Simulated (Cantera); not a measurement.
# Thermodynamics of silicon carbide growth, feed CH3SiCl3 + C2H4 + H2

Charge: 1 mol CH3SiCl3, 0.55 mol C2H4, 130 mol H2, at 1025 K and 27.0 mbar.

Equilibrium computed with Cantera from the NASA thermochemical tables; the gas is ideal and each condensed phase is pure. Candidate condensed phases: C, C6H6, C7H8, C8H18, Si, SiC; 109 gas species. The feed counts by its element totals alone. Kinetics and transport are ignored.

| Quantity | Result |
|---|---|
| x(H2) | 0.976 |
| x(HCl) | 0.0224 |
| x(CH4) | 0.00189 |
| x(SiCl4) | 7.01e-6 |
| x(SiHCl3) | 2.63e-6 |
| n(C(graphite)) | 0.849 mol |
| n(SiC(s)) | 0.999 mol |
| gas amount | 133.8 mol |
| log10 activity of Si(s) (absent) | -3.32 |
